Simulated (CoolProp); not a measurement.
Properties of n-perfluoropentane along the isotherm 500 K.

The numbers come from the reference Helmholtz-energy equation of state, Gao 2022 in CoolProp.

```
p (bar)          phase  density (kg/m³)  isothermal compressibility (1/MPa)  expansivity (1/kK)  fugacity coefficient
-------  -------------  ---------------  ----------------------------------  ------------------  --------------------
6.25               gas            45.84                               1.696               2.493                   ___
12.5               gas            97.61                              0.9052               3.149                0.8954
18.8               gas            157.3                              0.6454               4.023                0.8456
25       supercritical            224.8                              0.5183               5.116                0.7989
31.2     supercritical            302.0                                 ___               6.420                0.7548
37.5     supercritical            390.3                              0.3775               7.843                0.7131
43.8     supercritical            486.0                              0.3170               8.974                0.6748
50       supercritical            579.5                              0.2499               9.216                0.6409
56.2     supercritical            663.0                              0.1862               8.576                0.6110
62.5     supercritical            733.3                              0.1367               7.572                   ___
68.8     supercritical            790.2                              0.1028               6.613                0.5626
75       supercritical            836.0                             0.08034               5.835                0.5440
81.2     supercritical            874.2                             0.06486               5.217                0.5284
87.5     supercritical            907.3                             0.05368               4.719                0.5149
93.8     supercritical            936.0                             0.04549               4.319                0.5036
100      supercritical            960.8                             0.03937               3.998                0.4943
```

Q: Fill in the missing entries.

A: 
- 6.25, fugacity coefficient: 0.9468
- 31.2, isothermal compressibility (1/MPa): 0.4388
- 62.5, fugacity coefficient: 0.5848
